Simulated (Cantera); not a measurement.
An isothermal plug-flow reactor at 775 K and 1.00 bar (inlet), inlet velocity 0.97 m/s, active area per volume 130 1/m; feed H₂ : O₂ : N₂ = 0.0027 : 0.18 : 0.79 (molar parts), equivalence ratio 0.0075.

Computed with Cantera and Deutschmann's 1995 Pt surface mechanism with GRI-Mech 3.0 gas chemistry. Catalytic surfaces can have several steady states; this one follows from the mechanism file's or the stated starting coverage. Mass transfer to the wall is taken as infinitely fast.

Q: What does this change do: temperature 775 to 525 K?

A: 
| quantity | before | after |
|---|---|---|
| x(H₂) at z = 0.018 m | 0.000342 | 0.00110 |
| x(O₂) at z = 0.018 m | 0.184 | 0.184 |
| x(H₂O) at z = 0.018 m | 0.00244 | 0.00167 |
| θ(free Pt) at the exit | 0.0216 | 0.00905 |
| θ(O*) at the exit | 0.977 | 0.987 |

Q: What does this change do: inlet velocity 0.97 to 3.5 m/s?

A: 
```csv
quantity,before,after
x(H₂) at z = 0.018 m,0.000342,0.00137
x(O₂) at z = 0.018 m,0.184,0.184
x(H₂O) at z = 0.018 m,0.00244,0.00141
θ(free Pt) at the exit,0.0216,0.0275
θ(O*) at the exit,0.977,0.972
```

Q: What does this change do: inlet velocity 0.97 to 2.9 m/s?

A: 
| quantity | before | after |
|---|---|---|
| x(H₂) at z = 0.018 m | 0.000342 | 0.00121 |
| x(O₂) at z = 0.018 m | 0.184 | 0.184 |
| x(H₂O) at z = 0.018 m | 0.00244 | 0.00157 |
| θ(free Pt) at the exit | 0.0216 | 0.0265 |
| θ(O*) at the exit | 0.977 | 0.973 |
